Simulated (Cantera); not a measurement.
A perfectly stirred reactor is fed with 43.5 % NH3, 56.5 % N2, at 0.0263 atm; it is held at 2400 K, and followed from long to short residence time.

Computed with Cantera and the gas-phase N/H chemistry of the illustrative SiF4/NH3 mechanism in the Surface Chemkin manual (1991). Walls and surfaces, which speed up NH3 decomposition in real reactors, are not modelled.

One state of this run: x NH3 = 0.356; x H = 0.000289; x N2 = 0.561; x N2H2 = 1.31e-5; x NH = 0.000116; x H2 = 0.0795. x: mole fraction; the columns are a selection and need not sum to one.

Problem. Which value of τ (s) does it belong to?
(A) 0.0059
(B) 20
(C) 0.00078
(D) 2.6

Solution. A, 0.0059
